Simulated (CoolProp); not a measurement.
Model: reference Helmholtz-energy equation of state, Span 1996, in CoolProp.

Question: For carbon dioxide, give the phase and the cp (kJ/(kg K)), speed of sound (m/s), Joule-Thomson coefficient (K/MPa), fugacity coefficient at 303.8 K and 38900 kPa; 356.5 K and 38900 kPa; 426.9 K and 38900 kPa.

Answer: 
- 303.8 K and 38900 kPa: liquid; cp 1.83, speed of sound 740, Joule-Thomson coefficient 0.00235, fugacity coefficient 0.233
- 356.5 K and 38900 kPa: supercritical; cp 1.87, speed of sound 557, Joule-Thomson coefficient 0.342, fugacity coefficient 0.427
- 426.9 K and 38900 kPa: supercritical; cp 1.73, speed of sound 441, Joule-Thomson coefficient 0.856, fugacity coefficient 0.661
